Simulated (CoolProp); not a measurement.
Vapour pressure (MPa) of the fluoroketone C6F12O (FK-5-1-12): the reference equation beside estimates from Tc = 441.8 K, pc = 1.869 MPa, ω = 0.471.

Model: reference Helmholtz-energy equation of state, McLinden 2015, in CoolProp.

```csv
T (K),reference,Lee-Kesler,Peng-Robinson
233,0.0009373,0.0009664,0.001081
237.1,0.001286,…,0.001460
241.1,0.001727,0.001761,…
245.1,0.002292,0.002327,0.002536
249.1,0.003006,0.003042,0.003289
253.1,0.003901,0.003936,0.004224
257.1,0.005010,0.005042,0.005374
261.2,0.006410,0.006439,0.006816
265.2,0.008077,0.008100,0.008522
269.2,0.01009,0.01011,0.01057
273.2,…,0.01251,0.01301
277.2,0.01536,0.01536,0.01590
281.3,0.01883,0.01883,0.01939
```

Some entries are withheld; supply them.


- 237.1, Lee-Kesler: 0.001317
- 241.1, Peng-Robinson: 0.001935
- 273.2, reference: 0.01250

Absolute difference from the reference over all 13 rows, mean and median: Lee-Kesler 1.0 and 0.6 %, Peng-Robinson 8.0 and 7.3 %.
